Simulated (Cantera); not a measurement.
An isothermal, constant-pressure homogeneous reactor starts with CH₄ : H₂O : H₂ = 1 : 1.9 : 1.5 (molar parts), at 1550 K and 1130 Torr. Integrator tolerance rtol = 1e-08.

Detailed kinetics in Cantera: GRI-Mech 3.0 (53 species, 325 reactions).

```tsv
quantity	before	after
x(CH₄) at 20.0 s	0.0308 (gas-phase equilibrium 2.20e-6)	0.0201 (gas-phase equilibrium 2.25e-7)
x(H₂O) at 20.0 s	0.183 (gas-phase equilibrium 0.131)	0.188 (gas-phase equilibrium 0.131)
x(H₂) at 20.0 s	0.655 (gas-phase equilibrium 0.713)	0.659 (gas-phase equilibrium 0.713)
x(O) at 20.0 s	4.82e-12 (gas-phase equilibrium 3.51e-12)	1.34e-11 (gas-phase equilibrium 1.10e-11)
x(CO) at 20.0 s	0.113 (gas-phase equilibrium 0.147)	0.107 (gas-phase equilibrium 0.147)
x(CH₂O) at 20.0 s	1.00e-7 (gas-phase equilibrium 6.81e-8)	5.57e-8 (gas-phase equilibrium 2.18e-8)
x(C₂H₆) at 20.0 s	5.66e-6 (gas-phase equilibrium <1e-12)	2.01e-6 (gas-phase equilibrium <1e-12)
```

**Question.** Which change was made?
A) CH4 1 to 6.9 parts
B) temperature 1550 to 1248 K
C) pressure from 1130 Torr to 750 Torr
D) pressure from 1130 Torr to 360 Torr

**Answer.** D, pressure from 1130 Torr to 360 Torr
